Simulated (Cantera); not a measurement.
A perfectly stirred reactor is fed with 25.9 % H₂, 74.1 % O₂, at 20.0 Torr; it is held at 1450 K, and followed from long to short residence time.

Model: the H2/O2 subset of GRI-Mech 3.0, which has no nitrogen chemistry, integrated in Cantera. Radical loss at walls, strong at low pressure, is not modelled. The temperature is held fixed by assumption; the heat of reaction is taken as removed at once.

x: mole fraction; the columns are a selection and need not sum to one.

```csv
τ (s),x H₂,x O₂,x O,x H₂O₂,x HO₂
0.41,0.000931,0.696,0.00407,1.98e-7,4.99e-6
0.16,0.00171,0.692,0.00758,2.65e-7,7.11e-6
0.061,[?],0.685,[?],[?],[?]
0.023,[?],0.672,[?],[?],1.13e-5
0.0089,0.00926,0.653,0.0433,4.75e-7,1.22e-5
0.0034,0.0138,0.628,0.0650,4.87e-7,1.21e-5
0.0013,0.0188,0.608,0.0818,4.77e-7,1.15e-5
0.00050,0.0260,0.601,0.0869,4.80e-7,1.09e-5
0.00019,0.0412,0.608,0.0798,5.03e-7,1.05e-5
```

### Question
Fill in the missing entries.

### Answer

- 0.061, x H₂: 0.00314
- 0.061, x O: 0.0141
- 0.061, x H₂O₂: 3.43e-7
- 0.061, x HO₂: 9.40e-6
- 0.023, x H₂: 0.00561
- 0.023, x O: 0.0257
- 0.023, x H₂O₂: 4.21e-7
